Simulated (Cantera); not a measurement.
Feed: 1 mol K2SO4, 4.3 mol H2O, 0.64 mol H2, equilibrated at 13.3 mbar.

Cantera equilibrium calculation (NASA polynomials, part measured and part estimated; ideal gas, pure solids and liquids). Candidate condensed phases: H2O, H2SO4, K, KOH, KO2, K2O, K2O2, K2S, K2SO4, S; 26 gas species. Gases not in the tables: S3 to S7. Rates play no part.

Q: What share of the K ends up in condensed phases as a function of T (K), at 1150, 1250, 1350, 1450, 1550, 1650, 1750, 1850?

A: 
| T (K) | K condensed (%) | as |
|---|---|---|
| 1150 | 97.8 | K2SO4(s) |
| 1250 | 93.0 | K2SO4(s) |
| 1350 | 77.0 | K2SO4(l) |
| 1450 | 49.9 | K2SO4(l) |
| 1550 | 29.2 | K2SO4(l) |
| 1650 | 0.0 | - |
| 1750 | 0.0 | - |
| 1850 | 0.0 | - |
